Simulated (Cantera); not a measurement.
Input: 1 mol SiH4, 0.031 mol HCl, 2 mol H2, held at 1400 K and 16.0 mbar.

These are equilibrium values from Cantera (NASA tables, ideal gas, pure condensed phases), not measurements of a reactor. Candidate condensed phases: Si; 19 gas species. Kinetics and transport are ignored.

Base state: H2 0.992, HCl 0.00736, SiCl2 0.000161, H 3.83e-5 (mole fractions); condensed: Si(s).

What changes in the equilibrium state with this change: temperature from 1400 K to 2350 K?


```tsv
species	before	after
H2	0.992	0.809
Si	5.14e-8	0.0898
H	3.83e-5	0.0887
Si2	<1e-9	0.00189
Si3	<1e-9	0.000347
SiH	3.24e-8	0.00344
SiCl	8.74e-8	0.000496
Cl	2.34e-7	0.000437
Si(s), mol	0.999	0
Si(l), mol	0	0.536
```
The tables' values for SiCl are old estimates; treat these amounts as uncertain. Gases not in the tables: Si2H6 and higher silanes.

What changes in the equilibrium state with this change: HCl from 0.031 to 0.19 mol?


```csv
species,before,after
H2,0.992,0.959
HCl,0.00736,0.0367
SiCl2,0.000161,0.00414
SiCl3,7.50e-7,9.75e-5
SiHCl3,1.41e-7,1.80e-5
"Si(s), mol",0.999,0.982
```
The tables' values for SiCl3 are old estimates; treat these amounts as uncertain.
